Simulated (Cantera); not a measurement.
Input: 1 mol Ti(NMe2)4, 0.065 mol O2, 41 mol H2, equilibrated at 0.00640 bar.

Method: chemical equilibrium by Gibbs-energy minimisation in Cantera with the NASA 1993 tables (ideal gas, pure condensed phases). Candidate condensed phases: C, C6H6, C7H8, C8H18, H2O, Ti, TiC, TiN, TiO, TiO2, Ti2O3, Ti3O5, Ti4O7; 139 gas species. The feed counts by its element totals alone. TiC: taken at fixed stoichiometry. The numbers say what is thermodynamically allowed, not how fast it happens.

log p: log10 of the partial pressure in bar; n: condensed amount in mol.

```
T (°C)  log p H2  log p N2  log p H   log p HCN  log p CO  n C(graphite)  n TiC(s)
------  --------  --------  -------  ----------  --------  -------------  --------
1150       -2.21     -3.63    -6.28  (withheld)     -4.82           6.86      1.00
1200       -2.21     -3.64    -6.00  (withheld)     -4.82           6.86      1.00
1250       -2.21     -3.64    -5.74  (withheld)     -4.82           6.86      1.00
1300       -2.21     -3.64    -5.50  (withheld)     -4.82           6.85      1.00
1350       -2.21     -3.64    -5.27  (withheld)     -4.82           6.84      1.00
1400       -2.21     -3.64    -5.05  (withheld)     -4.82           6.83      1.00
1450       -2.21     -3.64    -4.85  (withheld)     -4.82           6.82      1.00
1500       -2.21     -3.64    -4.65  (withheld)     -4.82           6.80      1.00
1550       -2.21     -3.64    -4.47  (withheld)     -4.82           6.77      1.00
1600       -2.21     -3.65    -4.30  (withheld)     -4.82           6.75      1.00
1650       -2.22     -3.65    -4.13  (withheld)     -4.82           6.71     1.000
1700       -2.22     -3.65    -3.98  (withheld)     -4.82           6.66     1.000
1750       -2.22     -3.66    -3.83  (withheld)     -4.83           6.61     1.000
1800       -2.23     -3.66    -3.69  (withheld)     -4.83           6.54     1.000
```

### Question
Complete the blanks.

### Answer

- 1150, log p HCN: -6.15
- 1200, log p HCN: -5.98
- 1250, log p HCN: -5.83
- 1300, log p HCN: -5.69
- 1350, log p HCN: -5.55
- 1400, log p HCN: -5.43
- 1450, log p HCN: -5.31
- 1500, log p HCN: -5.20
- 1550, log p HCN: -5.09
- 1600, log p HCN: -4.99
- 1650, log p HCN: -4.90
- 1700, log p HCN: -4.81
- 1750, log p HCN: -4.73
- 1800, log p HCN: -4.66
